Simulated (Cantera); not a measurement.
Feed: 1 mol B, 0.012 mol Cl2, held at 850 K and 0.100 bar.

Method: chemical equilibrium by Gibbs-energy minimisation in Cantera with the NASA 1993 tables (ideal gas, pure condensed phases). Candidate condensed phases: B; 7 gas species. Kinetics and transport are ignored.

Base state: BCl3 1.00 (mole fractions); condensed: B(s).

Problem. What changes in the equilibrium state with this change: 0.059 mol NH3 added?

Solution. 
| species | before | after |
|---|---|---|
| H2 | 0 | 0.896 |
| BCl3 | 1.00 | 0.0715 |
| HCl | 0 | 0.0329 |
| B(s), mol | 0.992 | 0.934 |
| BN(s), mol | 0 | 0.0590 |
Gases not in the tables: BHCl2. Further candidate phases: BN, NH4Cl.

Problem. What changes in the equilibrium state with this change: B replaced by Si?

Solution. 
| species | before | after |
|---|---|---|
| SiCl4 | 0 | 0.999 |
| SiCl3 | 0 | 0.00110 |
| SiCl2 | 0 | 8.63e-5 |
| BCl3 | 1.00 | 0 |
| B(s), mol | 0.992 | 0 |
| Si(s), mol | 0 | 0.994 |
The tables' values for SiCl3 are old estimates; treat these amounts as uncertain. Further candidate phases: Si.
